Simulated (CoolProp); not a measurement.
Aqueous lithium chloride as a coolant, at -6 °C, 1 atm.

Model: Melinder's fits for secondary coolants, in CoolProp.

```csv
mass %,freezing point (°C),viscosity (mPa s),conductivity (W/(m K)),cp (kJ/(kg K)),Prandtl number
7.5,-8.4,2.71,0.538,3.768,19.0
9.7,-11.7,2.92,0.534,3.639,19.9
12,-16.1,3.17,0.530,3.508,21.0
14.2,-21.5,3.44,0.526,3.386,22.2
16.4,-28.6,3.75,0.523,3.269,23.5
18.7,-37.9,4.12,0.519,3.158,25.1
20.9,-48.2,4.54,0.515,3.067,27.0
23.1,-58.8,5.05,0.511,2.998,29.6
```
